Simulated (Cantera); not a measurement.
**Stirred combustor or abatement burner**

A perfectly stirred reactor is fed with 7.65 % CO, 0.398 % H₂, 8.57 % O₂, 83.4 % N₂, equivalence ratio 0.47, at 2.17 atm; it is adiabatic with a 698 K inlet, and is followed from long to short residence time, starting on the burning branch (τ in s: 0.44, 0.18, 0.073, 0.03, 0.012, 0.0049, 0.002, 0.00083, 0.00034, 0.00014, 5.6e-05, 2.3e-05, 9.4e-06).

Computed with Cantera and GRI-Mech 3.0 (53 species, 325 reactions). The hydrogen kinetics of GRI-Mech 3.0 are dated; newer H2 mechanisms differ, most at raised pressure.

```tsv
τ (s)	T (K)	x CO	x H₂	x O₂	x H₂O₂	x H₂O	x H
0.44	1374	0.000661	4.69e-6	0.0476	3.19e-8	0.00411	1.37e-6
0.18	1369	0.00124	8.57e-6	0.0479	5.32e-8	0.00410	3.21e-6
0.073	1360	0.00235	1.58e-5	0.0484	8.86e-8	0.00408	7.44e-6
0.030	1342	0.00453	2.92e-5	0.0494	1.47e-7	0.00405	1.62e-5
0.012	1299	0.00985	6.03e-5	0.0519	2.67e-7	0.00399	3.17e-5
0.0049	698	0.0765	0.00398	0.0857	<1e-12	<1e-12	<1e-12
0.0020	698	0.0765	0.00398	0.0857	<1e-12	<1e-12	<1e-12
0.00083	698	0.0765	0.00398	0.0857	<1e-12	<1e-12	<1e-12
0.00034	698	0.0765	0.00398	0.0857	<1e-12	<1e-12	<1e-12
0.00014	698	0.0765	0.00398	0.0857	<1e-12	<1e-12	<1e-12
5.6e-5	698	0.0765	0.00398	0.0857	<1e-12	<1e-12	<1e-12
2.3e-5	698	0.0765	0.00398	0.0857	<1e-12	<1e-12	<1e-12
9.4e-6	698	0.0765	0.00398	0.0857	<1e-12	<1e-12	<1e-12
```
x: mole fraction; the columns are a selection and need not sum to one.
